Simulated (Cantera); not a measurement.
An isothermal, constant-pressure homogeneous reactor starts with 10.3 % CH₄, 89.7 % CO₂, at 2198 K and 3.85 atm.

Detailed kinetics in Cantera: GRI-Mech 3.0 (53 species, 325 reactions).

One state of this run: x CH₄ = 2.45e-6; x CO₂ = 0.506; x OH = 0.000368; x C₂H₆ = 3.84e-12; x H = 0.000322. x: mole fraction; the columns are a selection and need not sum to one.

**Question.** Which value of t (s) does it belong to?
A) 0.00142
B) 0.112
C) 0.000159
D) 0.00423

**Answer.** A, 0.00142
